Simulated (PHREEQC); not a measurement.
**Copper plating or etch bath**

Make-up at 25 °C: 0.087 mol CuCl2, 0.24 mol HNO3 and 0.11 mol FeCl3 per kg of water. Closed to the air; pH follows from the charge balance.

Computed with PHREEQC (ion-association model, wateq4f.dat).

Each row changes one thing in this solution. No solid was allowed to form.

```json
[
 {"case": "as made", "pH": "0.74", "ionic strength (mol/kgw)": "0.834", "Cl- (mol/kgw)": "0.383", "Cu+2 (mol/kgw)": "0.0704", "FeCl+2 (mol/kgw)": "0.0688", "Fe+3 (mol/kgw)": "0.0238", "SI of Goethite (FeOOH)": "+0.46", "SI of Hematite (Fe2O3)": "+2.94"},
 {"case": "temperature from 25 to 90 °C", "pH": "0.75", "ionic strength (mol/kgw)": "0.722", "Cl- (mol/kgw)": "0.334", "Cu+2 (mol/kgw)": "0.0250", "FeCl+2 (mol/kgw)": "0.0959", "Fe+3 (mol/kgw)": "0.00810", "SI of Goethite (FeOOH)": "+1.81", "SI of Hematite (Fe2O3)": "+5.88"},
 {"case": "diluted 5-fold with water", "pH": "1.41", "ionic strength (mol/kgw)": "0.196", "Cl- (mol/kgw)": "(withheld)", "Cu+2 (mol/kgw)": "0.0161", "FeCl+2 (mol/kgw)": "0.00905", "Fe+3 (mol/kgw)": "0.0108", "SI of Goethite (FeOOH)": "+2.37", "SI of Hematite (Fe2O3)": "+6.75"},
 {"case": "diluted 2-fold with water", "pH": "1.03", "ionic strength (mol/kgw)": "0.449", "Cl- (mol/kgw)": "0.204", "Cu+2 (mol/kgw)": "0.0379", "FeCl+2 (mol/kgw)": "0.0305", "Fe+3 (mol/kgw)": "0.0182", "SI of Goethite (FeOOH)": "+1.32", "SI of Hematite (Fe2O3)": "+4.65"},
 {"case": "temperature from 25 to 60 °C", "pH": "0.75", "ionic strength (mol/kgw)": "0.769", "Cl- (mol/kgw)": "0.355", "Cu+2 (mol/kgw)": "0.0444", "FeCl+2 (mol/kgw)": "(withheld)", "Fe+3 (mol/kgw)": "0.0131", "SI of Goethite (FeOOH)": "+1.28", "SI of Hematite (Fe2O3)": "+4.72"},
 {"case": "CuCl2 from 0.087 to 0.435 mol/kgw", "pH": "0.76", "ionic strength (mol/kgw)": "(withheld)", "Cl- (mol/kgw)": "0.911", "Cu+2 (mol/kgw)": "0.289", "FeCl+2 (mol/kgw)": "0.0709", "Fe+3 (mol/kgw)": "0.0109", "SI of Goethite (FeOOH)": "+0.05", "SI of Hematite (Fe2O3)": "+2.13"},
 {"case": "diluted 100-fold with water", "pH": "2.54", "ionic strength (mol/kgw)": "0.0102", "Cl- (mol/kgw)": "0.00500", "Cu+2 (mol/kgw)": "0.000862", "FeCl+2 (mol/kgw)": "3.49e-5", "Fe+3 (mol/kgw)": "0.000389", "SI of Goethite (FeOOH)": "+4.87", "SI of Hematite (Fe2O3)": "+11.74"},
 {"case": "HNO3 from 0.24 to 1.2 mol/kgw", "pH": "0.06", "ionic strength (mol/kgw)": "1.82", "Cl- (mol/kgw)": "0.394", "Cu+2 (mol/kgw)": "0.0726", "FeCl+2 (mol/kgw)": "(withheld)", "Fe+3 (mol/kgw)": "0.0261", "SI of Goethite (FeOOH)": "-1.69", "SI of Hematite (Fe2O3)": "-1.36"}
]
```

### Question
Complete the blanks.

### Answer

- diluted 5-fold with water, Cl- (mol/kgw): 0.0884
- temperature from 25 to 60 °C, FeCl+2 (mol/kgw): 0.0886
- CuCl2 from 0.087 to 0.435 mol/kgw, ionic strength (mol/kgw): 1.54
- HNO3 from 0.24 to 1.2 mol/kgw, FeCl+2 (mol/kgw): 0.0731

The ionic strength passes 0.7 mol/kgw, the rough limit of the ion-association models, in as made; temperature from 25 to 90 °C; temperature from 25 to 60 °C; CuCl2 from 0.087 to 0.435 mol/kgw; HNO3 from 0.24 to 1.2 mol/kgw. Some of these states are supersaturated (in Hematite (slow to form), Goethite (slow to form), for instance). Constants without temperature data keep their 25 °C values here.
